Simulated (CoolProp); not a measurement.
Properties of dimethyl carbonate along the isobar 203 kPa (Tc = 283.9 °C, pc = 4909 kPa, ω = 0.346).

Values from CoolProp's reference Helmholtz-energy equation of state, Zhou 2011.

```json
[
 {"T (°C)": "143.65", "phase": "gas", "density (kg/m³)": "5.481", "speed of sound (m/s)": "195.9", "Joule-Thomson coefficient (K/MPa)": "15.82", "expansivity (1/kK)": "2.713"},
 {"T (°C)": "154.15", "phase": "gas", "density (kg/m³)": "5.330", "speed of sound (m/s)": "198.8", "Joule-Thomson coefficient (K/MPa)": "14.57", "expansivity (1/kK)": "2.619"},
 {"T (°C)": "164.55", "phase": "gas", "density (kg/m³)": "5.189", "speed of sound (m/s)": "201.6", "Joule-Thomson coefficient (K/MPa)": "13.47", "expansivity (1/kK)": "2.533"},
 {"T (°C)": "175.05", "phase": "gas", "density (kg/m³)": "5.055", "speed of sound (m/s)": "204.3", "Joule-Thomson coefficient (K/MPa)": "12.49", "expansivity (1/kK)": "2.453"},
 {"T (°C)": "185.45", "phase": "gas", "density (kg/m³)": "4.929", "speed of sound (m/s)": "206.9", "Joule-Thomson coefficient (K/MPa)": "11.62", "expansivity (1/kK)": "2.380"},
 {"T (°C)": "195.95", "phase": "gas", "density (kg/m³)": "4.809", "speed of sound (m/s)": "209.6", "Joule-Thomson coefficient (K/MPa)": "10.83", "expansivity (1/kK)": "2.312"},
 {"T (°C)": "206.45", "phase": "gas", "density (kg/m³)": "4.696", "speed of sound (m/s)": "212.1", "Joule-Thomson coefficient (K/MPa)": "10.13", "expansivity (1/kK)": "2.248"},
 {"T (°C)": "216.85", "phase": "gas", "density (kg/m³)": "4.588", "speed of sound (m/s)": "214.6", "Joule-Thomson coefficient (K/MPa)": "9.506", "expansivity (1/kK)": "2.189"},
 {"T (°C)": "227.35", "phase": "gas", "density (kg/m³)": "4.486", "speed of sound (m/s)": "217.1", "Joule-Thomson coefficient (K/MPa)": "8.936", "expansivity (1/kK)": "2.133"},
 {"T (°C)": "237.85", "phase": "gas", "density (kg/m³)": "4.387", "speed of sound (m/s)": "219.6", "Joule-Thomson coefficient (K/MPa)": "8.420", "expansivity (1/kK)": "2.080"}
]
```
